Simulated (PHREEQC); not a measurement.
Consider water at 25 °C with 0.029 mol HF, 0.0097 mol KF, 0.0013 mol (NH4)2SiF6 and 0.00062 mol H2SO4 per kg of water. Closed to the air; pH follows from the charge balance.

Model: ion-association model, phreeqc.dat, run in PHREEQC.

This is a speciation only: nothing precipitates in the calculation.

Problem. Order these F species by the share of F that they hold, largest first: SiF6-2, HF2-, HF, F-.

Solution. HF (58 %), F- (21 %), SiF6-2 (17 %), HF2- (4.4 %)

Problem. Order these S species by the share of S that they hold, largest first: SO4-2, HSO4-, NH4SO4-, KSO4-.

Solution. SO4-2 (83 %), HSO4- (12 %), KSO4- (3.4 %), NH4SO4- (1.7 %)

The pH is 2.68 and the ionic strength 0.0164 mol/kgw. SiF6-2 is the database's only silicon fluoride.
